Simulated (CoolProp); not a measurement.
Vapour pressure (MPa) of nitrogen: the reference equation beside estimates from Tc = 126.2 K, pc = 3.396 MPa, ω = 0.037.

Computed with CoolProp (reference Helmholtz-energy equation of state, Span 2000).

| T (K) | reference | Redlich-Kwong | Peng-Robinson |
|---|---|---|---|
| 69.8 | 0.03743 | 0.02803 | 0.03837 |
| 75.6 | 0.08196 | 0.06843 | 0.08314 |
| 81.5 | 0.1608 | 0.1447 | 0.1621 |
| 87.3 | 0.2840 | 0.2686 | 0.2852 |
| 93.1 | 0.4658 | 0.4557 | 0.4671 |
| 98.9 | 0.7205 | 0.7203 | 0.7226 |
| 104.8 | 1.070 | 1.083 | 1.074 |
| 110.6 | 1.517 | 1.545 | 1.525 |
| 116.4 | 2.087 | 2.124 | 2.099 |
| 122.3 | 2.814 | 2.843 | 2.826 |

Absolute difference from the reference over all 10 rows, mean and median: Redlich-Kwong 6.5 and 2.0 %, Peng-Robinson 0.8 and 0.5 %.
